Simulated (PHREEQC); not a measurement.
Solution A (0.12 mol ZnCl2, 0.0008 mol NaCl and 0.0036 mol H2SO4 per kg of water) is mixed with solution B (0.001 mol Ni(NO3)2, 0.0011 mol KCl and 5.6e-05 mol HCl per kg of water) at 30 °C; shares are by mass of water, 1 kg in all. O2 is buffered at 0.21 atm. CO2 from the air is kept out. The run lets Zn(OH)2-e, Zn4(OH)6SO4, Zn5(OH)8Cl2, Ni(OH)2, Ni4(OH)6SO4, Halite, Mirabilite, Goslarite, Morenosite precipitate or redissolve, and no other solid.

Model: ion-association model, wateq4f.dat, run in PHREEQC.

Q: Predict pH, Ni+2 (mol/kgw), Zn+2 (mol/kgw) at share of solution B = 0, 0.1, 0.2, 0.25, 0.9.

A: 
```
share of solution B    pH  Ni+2 (mol/kgw)  Zn+2 (mol/kgw)
-------------------  ----  --------------  --------------
0                    2.27               0          0.0961
0.1                  2.31         8.39e-5          0.0877
0.2                  2.36        0.000170          0.0791
0.25                 2.38        0.000215          0.0748
0.9                  3.18        0.000864          0.0114
```

Complexes and solids missing from the database can't appear.
